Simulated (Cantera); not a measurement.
Feed: 1 mol Si3N4, 1.3 mol CO2, 340 mol N2, at 12.0 mbar.

Method: chemical equilibrium by Gibbs-energy minimisation in Cantera with the NASA 1993 tables (ideal gas, pure condensed phases). Candidate condensed phases: C, Si, SiC, SiO2, Si2N2O, Si3N4; 34 gas species. Mutual solubility and eutectic melting of coexisting phases are not modelled. Equilibrium is a limit: real reactors are often held back by kinetics, nucleation or transport.

log p: log10 of the partial pressure in bar; n: condensed amount in mol.

| T (K) | log p N2 | log p SiO | log p CO | log p Si | log p SiN | n C(graphite) | n Si2N2O(s) | n SiC(s) | n Si3N4(s) |
|---|---|---|---|---|---|---|---|---|---|
| 1148 | -1.92 | -11.17 | -4.41 | <-13 | <-13 | 0.200 | 1.50 | 0 | 0 |
| 1198 | -1.92 | -10.38 | -4.41 | <-13 | <-13 | 0.200 | 1.50 | 0 | 0 |
| 1248 | -1.92 | -9.65 | -4.41 | <-13 | <-13 | 0.200 | 1.50 | 0 | 0 |
| 1298 | -1.92 | -8.98 | -4.41 | <-13 | <-13 | 0.200 | 1.50 | 0 | 0 |
| 1348 | -1.92 | -8.35 | -4.41 | -13.08 | -13.61 | 0.200 | 1.50 | 0 | 0 |
| 1398 | -1.92 | -7.78 | -4.41 | -11.89 | -12.54 | 0.200 | 1.50 | 0 | 0 |
| 1448 | -1.92 | (withheld) | -4.41 | (withheld) | -11.54 | 0.201 | 1.50 | 0 | 0 |
| 1498 | -1.92 | (withheld) | -4.39 | (withheld) | -10.74 | 0 | 1.43 | 0.136 | 0 |
| 1548 | -1.92 | -6.02 | -4.39 | -9.06 | -10.00 | 0 | 1.42 | 0.142 | 0 |
| 1598 | -1.92 | -5.47 | -4.40 | -8.27 | -9.30 | 0 | 1.37 | 0.166 | 0 |
| 1648 | -1.92 | -4.96 | -4.43 | -7.53 | -8.63 | 0 | 1.22 | 0.238 | 0 |
| 1698 | -1.92 | -4.50 | -4.52 | -6.81 | -7.99 | 0 | 0.827 | 0.434 | 0 |
| 1748 | -1.92 | -4.18 | -4.62 | -6.18 | -7.42 | 0 | 0 | 0.614 | 0.150 |

Q: Fill in the missing entries.

A: 
- 1448, log p SiO: -7.24
- 1448, log p Si: -10.79
- 1498, log p SiO: -6.61
- 1498, log p Si: -9.89
